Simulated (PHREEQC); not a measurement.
Consider water at 25 °C with 0.78 mol/kgw HF and 0.086 mol/kgw NH4HF2. It is in equilibrium with CO2 at log p = -1 (atm). Otherwise closed; pH follows from the charge balance.

Computed with PHREEQC (ion-association model, phreeqc.dat).

This is a speciation only: nothing precipitates in the calculation.

Question: Order these F species by the share of F that they hold, largest first: HF, HF2-, F-.

Answer: HF (79 %), HF2- (18 %), F- (3.1 %)

The pH is 1.63 and the ionic strength 0.114 mol/kgw.
